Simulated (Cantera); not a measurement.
Adiabatic ignition

An adiabatic, constant-pressure homogeneous reactor starts with 5.65 % CH₄, 19.8 % O₂, 74.5 % N₂, equivalence ratio 0.57, at 1250 K and 4.93 atm.

Detailed kinetics in Cantera: GRI-Mech 3.0 (53 species, 325 reactions).

```
t (s)     T (K)   x CH₄    x O₂       x H    x C₂H₂    x CH₂O    x C₂H₄
--------  -----  ------  ------  --------  --------  --------  --------
8.00e-6    1250  0.0565   0.198  3.09e-11    <1e-12   1.67e-9    <1e-12
2.33e-5    1250  0.0565   0.198  6.45e-11    <1e-12   1.50e-8  1.83e-12
6.76e-5    1250  0.0565   0.198  2.07e-10    <1e-12   1.51e-7  6.41e-11
0.000196   1250  0.0565   0.198   1.15e-9    <1e-12   2.03e-6   3.75e-9
0.000571   1250  0.0564   0.198   5.42e-9  8.97e-12   2.83e-5   2.17e-7
0.00166    1252  0.0561   0.198   2.05e-8  9.49e-10  0.000197   3.88e-6
0.00482    2377  <1e-12  0.0840  0.000149    <1e-12  1.71e-12    <1e-12
0.0140     2370  <1e-12  0.0821  0.000142    <1e-12  1.61e-12    <1e-12
0.0407     2360  <1e-12  0.0797  0.000133    <1e-12  1.49e-12    <1e-12
0.118      2358  <1e-12  0.0791  0.000131    <1e-12  1.47e-12    <1e-12
0.344      2358  <1e-12  0.0791  0.000131    <1e-12  1.47e-12    <1e-12
1.00       2358  <1e-12  0.0791  0.000131    <1e-12  1.47e-12    <1e-12
```
x: mole fraction; the columns are a selection and need not sum to one.

```yaml
time_of_steepest_temperature_rise: 4.05 ms
temperature at 1.00 s: 2358 K
equilibrium_temperature: 2358 K
x(CH₄) at 1.00 s: <1e-12 (gas-phase equilibrium <1e-12)
x(O₂) at 1.00 s: 0.0791 (gas-phase equilibrium 0.0791)
x(H) at 1.00 s: 0.000131 (gas-phase equilibrium 0.000131)
```
